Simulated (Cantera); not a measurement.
Gas-phase reforming

An isothermal, constant-pressure homogeneous reactor starts with CH₄ : H₂O : H₂ = 1 : 3.2 : 0.19 (molar parts), at 1775 K and 0.740 bar.

Model: GRI-Mech 3.0 (53 species, 325 reactions), integrated in Cantera.

| t (s) | x CH₄ | x H₂O | x H₂ | x C₂H₄ | x CH₂ |
|---|---|---|---|---|---|
| 2.00e-6 | 0.228 | 0.729 | 0.0433 | 8.88e-9 | 1.60e-9 |
| 1.10e-5 | 0.227 | 0.729 | 0.0435 | 2.09e-6 | 4.01e-8 |
| 6.02e-5 | 0.225 | 0.728 | 0.0449 | 0.000252 | 5.86e-7 |
| 0.000330 | 0.202 | 0.718 | 0.0664 | 0.00573 | 1.67e-6 |
| 0.00181 | 0.126 | 0.666 | 0.163 | 0.00342 | 1.09e-6 |
| 0.00994 | 0.0467 | 0.592 | 0.280 | 0.000723 | 6.22e-7 |
| 0.0545 | 0.0207 | 0.483 | 0.384 | 0.000403 | 2.82e-7 |
| 0.299 | 0.00890 | 0.360 | 0.486 | 9.32e-5 | 6.44e-8 |
| 1.64 | 0.000348 | 0.323 | 0.521 | 1.56e-7 | 1.66e-9 |
| 9.00 | 7.12e-9 | 0.322 | 0.521 | <1e-12 | <1e-12 |
x: mole fraction; the columns are a selection and need not sum to one.

Equilibrium at this temperature and pressure: CH₄ 8.58e-9, H₂O 0.322, H₂ 0.521, C₂H₄ <1e-12, CH₂ <1e-12 (gas phase only).
